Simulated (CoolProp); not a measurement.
Computed with CoolProp (reference Helmholtz-energy equation of state, de Vries 1995).

**Question.** For R124, give the phase and the density (kg/m³), cp (kJ/(kg K)), isothermal compressibility (1/MPa) at -83.75 °C and 618 kPa.

**Answer.** 
- -83.75 °C and 618 kPa: liquid; density 1670, cp 0.968, isothermal compressibility 0.000906
